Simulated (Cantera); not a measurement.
A closed system holds: 1 mol SiCl₄, 0.33 mol C₃H₈, 13 mol H₂, equilibrated at 2073.15 K and 7.50 Torr.

Method: chemical equilibrium by Gibbs-energy minimisation in Cantera with the NASA 1993 tables (ideal gas, pure condensed phases). Candidate condensed phases: C, C₆H₆, C₇H₈, C₈H₁₈, Si, SiC; 109 gas species. The tables' values for SiCl, SiCl₃ are old estimates; treat these amounts as uncertain. Rates play no part.

Base state: H₂ 0.744, HCl 0.216, H 0.0227, SiCl₂ 0.00987, Cl 0.00487, C₂H₂ (acetylene) 0.000913, Si 0.000711, SiCl 0.000377 (mole fractions); condensed: C(graphite) + SiC(s).

### Question
What changes in the equilibrium state with this change: pressure from 7.50 Torr to 75.0 Torr?

### Answer
```json
[
 {"species": "H₂", "before": "0.744", "after": "0.758"},
 {"species": "HCl", "before": "0.216", "after": "0.222"},
 {"species": "SiCl₂", "before": "0.00987", "after": "0.0102"},
 {"species": "H", "before": "0.0227", "after": "0.00725"},
 {"species": "CH₄", "before": "1.95e-6", "after": "2.02e-5"},
 {"species": "Si₂C", "before": "2.62e-5", "after": "2.62e-6"},
 {"species": "C(graphite), mol", "before": "0.142", "after": "0.131"},
 {"species": "SiC(s), mol", "before": "0.815", "after": "0.827"}
]
```
The tables' values for SiCl₃, SiCl are old estimates; treat these amounts as uncertain.

### Question
What changes in the equilibrium state with this change: C₃H₈ from 0.33 to 0.0075 mol?

### Answer
```json
[
 {"species": "H₂", "before": "0.744", "after": "0.760"},
 {"species": "HCl", "before": "0.216", "after": "0.150"},
 {"species": "SiCl₂", "before": "0.00987", "after": "0.0516"},
 {"species": "H", "before": "0.0227", "after": "0.0230"},
 {"species": "Si₃", "before": "9.15e-9", "after": "1.26e-5"},
 {"species": "Si₂", "before": "6.21e-7", "after": "7.68e-5"},
 {"species": "C₂H₂ (acetylene)", "before": "0.000913", "after": "7.54e-6"},
 {"species": "SiH₂", "before": "8.40e-6", "after": "9.54e-5"},
 {"species": "SiH", "before": "3.52e-5", "after": "0.000396"},
 {"species": "C(graphite), mol", "before": "0.142", "after": "0"},
 {"species": "SiC(s), mol", "before": "0.815", "after": "0.0177"}
]
```
Gases not in the tables: Si₂H₆ and higher silanes.
